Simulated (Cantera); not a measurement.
A closed system holds: 1 mol Si, 3.1 mol F2, 0.54 mol H2, at 0.00150 bar.

Method: chemical equilibrium by Gibbs-energy minimisation in Cantera with the NASA 1993 tables (ideal gas, pure condensed phases). Candidate condensed phases: Si; 25 gas species. The numbers say what is thermodynamically allowed, not how fast it happens.

Q: At 675 °C, list the 4 most abundant gas species with their mole fractions, and the condensed phases.

A: HF 0.350, SiF4 0.324, F 0.287, F2 0.0381. Condensed: gas only.
